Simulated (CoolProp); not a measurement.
Saturation properties of the fluoroketone C6F12O (FK-5-1-12) (Tc = 441.8 K, pc = 18.69 bar, ω = 0.471).

Computed with CoolProp (reference Helmholtz-energy equation of state, McLinden 2015).

```
T (K)     p (bar)  liquid density (kg/m³)  vapour density (kg/m³)  liquid cp (kJ/(kg K))
-----  ----------  ----------------------  ----------------------  ---------------------
219.6    0.003003                    1822                 0.05202                  1.101
225.8  (withheld)                    1805                 0.08754                  1.097
232      0.008659                    1789                  0.1421                  1.094
238.2     0.01396                    1772              (withheld)                  1.092
244.4     0.02183                    1755                  0.3408                  1.091
250.6     0.03319                    1738                  0.5061                  1.090
256.8     0.04919              (withheld)                  0.7332                  1.089
263       0.07121              (withheld)                   1.039                  1.089
269.2      0.1009                    1686                   1.442                  1.090
275.4      0.1401              (withheld)                   1.964                  1.092
281.6  (withheld)                    1651                   2.630                  1.094
287.8      0.2562                    1633              (withheld)                  1.097
294        0.3382                    1615                   4.506                  1.100
300.2      0.4401                    1596                   5.779                  1.104
306.4      0.5652                    1577                   7.324             (withheld)
```

Fill in the missing entries.


- 225.8, p (bar): 0.005194
- 238.2, vapour density (kg/m³): 0.2234
- 256.8, liquid density (kg/m³): 1721
- 263, liquid density (kg/m³): 1704
- 275.4, liquid density (kg/m³): 1669
- 281.6, p (bar): 0.1911
- 287.8, vapour density (kg/m³): 3.467
- 306.4, liquid cp (kJ/(kg K)): 1.108

It boils at 322.2 K under 1 atm.
